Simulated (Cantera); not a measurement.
Thermodynamics of abatement and gas-phase synthesis, feed H₂S + H₂O + O₂

Feed: 1 mol H₂S, 4 mol H₂O, 1.1 mol O₂, at 3.75 Torr.

Equilibrium computed with Cantera from the NASA thermochemical tables; the gas is ideal and each condensed phase is pure. Candidate condensed phases: H₂O, H₂SO₄, S; 34 gas species. Ions and electrons are included (thermal ionisation). Equilibrium is a limit: real reactors are often held back by kinetics, nucleation or transport.

From 3000 K to 5000 K nothing is condensed.

```csv
T (K),log p H,log p O,log p S,log p H₂,log p OH,log p SO,log p O₂,log p H₂O
3000,-2.59,-2.87,-3.78,-3.57,-3.64,-3.82,-3.84,-4.15
3500,-2.54,-2.75,-3.55,-4.62,-4.60,-4.81,-4.89,-6.35
4000,-2.54,-2.75,-3.54,-5.48,-5.44,-5.79,-5.84,-8.15
4500,-2.54,-2.74,-3.54,-6.15,-6.10,-6.57,-6.58,-9.56
5000,-2.54,-2.74,-3.54,-6.69,-6.63,-7.19,-7.18,-10.69
```
log p: log10 of the partial pressure in bar; nothing condenses.
